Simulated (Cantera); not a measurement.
Charge: 1 mol Si, 7.6 mol Br2, 1.2 mol N2, at 1000 °C and 100 Torr.

Method: chemical equilibrium by Gibbs-energy minimisation in Cantera with the NASA 1993 tables (ideal gas, pure condensed phases). Candidate condensed phases: Br2, Si, Si3N4; 13 gas species. The tables' values for SiBr3 are old estimates; treat these amounts as uncertain. The numbers say what is thermodynamically allowed, not how fast it happens.

Base state: Br2 0.587, Br 0.152, N2 0.142, SiBr4 0.118, SiBr3 1.01e-5 (mole fractions); condensed: gas only.

Q: What changes in the equilibrium state with this change: temperature from 1000 °C to 477 °C?

A: 
```csv
species,before,after
Br2,0.587,0.718
N2,0.142,0.154
SiBr4,0.118,0.128
Br,0.152,0.000265
SiBr3,1.01e-5,<1e-9
```
